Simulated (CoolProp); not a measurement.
Carbonyl sulfide along the isotherm 78.55 °C: fugacity coefficient from the reference equation and from simpler models built on Tc = 105.6 °C, pc = 6369 kPa, ω = 0.098; each cubic takes its own stable root.

Computed with CoolProp (reference Helmholtz-energy equation of state, Lemmon 2006). It is a short technical equation, of lower accuracy than the large ones.

| p (kPa) | phase | reference |
|---|---|---|
| 50.3 | gas | 0.9967 |
| 85 | gas | 0.9944 |
| 143 | gas | 0.9906 |
| 242 | gas | 0.9841 |
| 408 | gas | 0.9732 |
| 689 | gas | 0.9548 |
| 1160 | gas | 0.9241 |
| 1960 | gas | 0.8721 |
| 3310 | gas | 0.7832 |
| 5590 | liquid | 0.5465 |
| 9430 | liquid | 0.3560 |
| 15900 | liquid | 0.2456 |

### Question
How far does each simpler model (van der Waals, Redlich-Kwong, Peng-Robinson) lie from the reference over these 12 states: mean and median of the absolute difference, and the worst?

### Answer
- van der Waals: mean 6.6 %, median 1.0 %, worst +30.7 % at 78.55 °C and 15900 kPa
- Redlich-Kwong: mean 1.3 %, median 0.0 %, worst +6.4 % at 78.55 °C and 15900 kPa
- Peng-Robinson: mean 0.9 %, median 0.7 %, worst -2.2 % at 78.55 °C and 15900 kPa
